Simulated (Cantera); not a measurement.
A perfectly stirred reactor is fed with 10.8 % CO, 6.02 % H2, 17.5 % O2, 65.7 % N2, equivalence ratio 0.48, at 5.00 bar; it is adiabatic with a 750 K inlet, and is followed from long to short residence time, starting on the burning branch (τ in s: 0.36, 0.12, 0.041, 0.014, 0.0045, 0.0015, 0.00051, 0.00017, 5.7e-05, 1.9e-05, 6.4e-06).

Computed with Cantera and GRI-Mech 3.0 (53 species, 325 reactions). The hydrogen kinetics of GRI-Mech 3.0 are dated; newer H2 mechanisms differ, most at raised pressure.

One state of this run: T (K) = 2040; x CO = 0.00100; x H2 = 8.93e-5; x O2 = 0.0996; x H = 1.82e-5; x OH = 0.00158; x HO2 = 3.07e-6. x: mole fraction; the columns are a selection and need not sum to one.

Q: Which value of τ (s) does it belong to?
A. 0.014
B. 0.12
C. 5.7e-5
D. 0.0045

A: A, 0.014
